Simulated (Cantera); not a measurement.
An adiabatic, constant-volume homogeneous reactor starts with CH4 : C2H6 : O2 : N2 : CO2 = 1 : 0.032 : 4.31 : 16.2 : 1 (molar parts), equivalence ratio 0.49, at 1375 K and 11.8 atm.

Model: GRI-Mech 3.0 (53 species, 325 reactions), integrated in Cantera. The pressure lies above the range GRI-Mech 3.0 was tuned for (to about 10 atm).

One state of this run: T (K) = 2507; P (bar) = 22.0; x CH4 = <1e-12; x C2H6 = <1e-12; x O2 = 0.0942; x H2 = 0.000386; x OH = 0.00531; x C2H2 = <1e-12; x CH3 = <1e-12. x: mole fraction; the columns are a selection and need not sum to one.

### Question
Which value of t (s) does it belong to?
A. 3.59e-5
B. 0.000214
C. 0.00128
D. 8.77e-5

### Answer
C, 0.00128
